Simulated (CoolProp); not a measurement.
CHF3 (R23) along the isotherm -56.25 °C: fugacity coefficient from the reference equation and from simpler models built on Tc = 26.1 °C, pc = 4.832 MPa, ω = 0.263; each cubic takes its own stable root.

The numbers come from the reference Helmholtz-energy equation of state, Penoncello 2003 in CoolProp.

| p (MPa) | phase | reference | van der Waals | Redlich-Kwong |
|---|---|---|---|---|
| 1.73 | liquid | 0.2020 | 0.5828 | 0.3060 |
| 3.45 | liquid | 0.1064 | 0.3187 | 0.1630 |
| 5.18 | liquid | 0.07448 | 0.2313 | 0.1153 |
| 6.9 | liquid | 0.05872 | 0.1889 | 0.09182 |
| 8.63 | liquid | 0.04931 | 0.1642 | 0.07788 |
| 10.4 | liquid | 0.04302 | 0.1483 | 0.06863 |
| 12.1 | liquid | 0.03879 | 0.1382 | 0.06246 |
| 13.8 | liquid | 0.03567 | 0.1313 | 0.05797 |
| 15.5 | liquid | 0.03330 | 0.1265 | 0.05462 |
| 17.3 | liquid | 0.03137 | 0.1232 | 0.05194 |
| 19 | liquid | 0.02995 | 0.1213 | 0.05001 |
| 20.7 | liquid | 0.02881 | 0.1204 | 0.04854 |
| 22.4 | liquid | 0.02790 | 0.1202 | 0.04741 |
| 24.2 | liquid | 0.02714 | 0.1207 | 0.04652 |
